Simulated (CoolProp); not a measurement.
Vapour-liquid equilibrium of R143a (1) + fluoroethane (R161) (2) at 175.1 K; x and y are mole fractions of (1).

Computed with CoolProp (multi-fluid Helmholtz-energy mixture model, Lemmon and Jacobsen 2000 and Wu 2012; pair parameters Bell 2016).

### Question
Give the bubble pressure and the first vapour's composition at x = 0.275, 0.35, 0.425. Is there an azeotrope?

### Answer
x = 0.275: 2.622 kPa, y = 0.443; x = 0.35: 2.774 kPa, y = 0.524; x = 0.425: 2.920 kPa, y = 0.597. No azeotrope shows between x = 0.05 and 0.95.

Pair parameters are fitted to limited data, so mixtures are less certain than the pure fluids.
